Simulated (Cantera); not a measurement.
Input (Python, Cantera) and output of one run.

```python
import numpy as np
import cantera as ct

gas_names = [...]  # 97 gases of nasa_gas.yaml made of Al, C, H, N
cond_names = """
    AL(cr) AL(L) ALN(s) C(gr) C6H6(L) C7H8(L) C8H18(L),n-octa
""".split()


# ... load() reads the species with a 1 bar reference pressure and builds the phases ...
atoms = {
    'Al(CH3)3': {'AL': 1, 'C': 3, 'H': 9},
    'N2': {'N': 2},
}
top_T = {'ALN(s)': 2750, 'C(gr)': 4500}  # K; cautious upper limits of use, not melting points


# ... equilibrate(T, P, feed) seeds the gas with the atoms and calls Mixture.equilibrate('TP', solver="vcs", rtol=1e-11, max_steps=5000) ...
results = []
feed = {'Al(CH3)3': 1, 'N2': 7.1}  # mol
T = 1973.15  # K
P = 75  # Pa
mix = equilibrate(T, P, feed)
results.append((T, P, feed, dict(zip(mix.species_names, mix.species_moles))))
print(gas.report(threshold=1e-06))
for i in range(1, mix.n_phases):
    print(f"{mix.phase(i).name:16s} {mix.phase_moles(i):12.5e} mol")
```

It prints:

```
       temperature   1973.2 K
          pressure   75 Pa
           density   8.44e-05 kg/m^3
  mean mol. weight   18.462 kg/kmol
   phase of matter   gas

                          1 kg             1 kmol
                     ---------------   ---------------
          enthalpy         4.605e+06        8.5017e+07  J
   internal energy        3.7164e+06        6.8611e+07  J
           entropy             15842        2.9247e+05  J/K
    Gibbs function       -2.6654e+07       -4.9208e+08  J
 heat capacity c_p            1834.5             33869  J/K
 heat capacity c_v            1384.2             25555  J/K

                      mass frac. Y      mole frac. X     chem. pot. / RT
                     ---------------   ---------------   ---------------
                AL           0.11382          0.077878            -12.07
               ALH        0.00055501        0.00036608           -25.934
               AL2        4.6765e-06        1.5999e-06            -24.14
                CN         1.514e-05        1.0743e-05           -20.078
    C2H2,acetylene        0.00030248        0.00021447           -33.201
                 H         0.0015573          0.028523           -13.864
               HCN         0.0083364         0.0056947           -33.942
               HNC        0.00045091        0.00030803           -33.942
                H2          0.036522           0.33445           -27.728
                N2           0.83844           0.55255           -34.684
     [  +87 minor]        2.9837e-06        1.3546e-06

AL(L)             0.00000e+00 mol
ALN(s)            0.00000e+00 mol
C(gr)             2.91763e+00 mol
```

Cantera equilibrium calculation (NASA polynomials, part measured and part estimated; ideal gas, pure solids and liquids). The feed counts by its element totals alone.
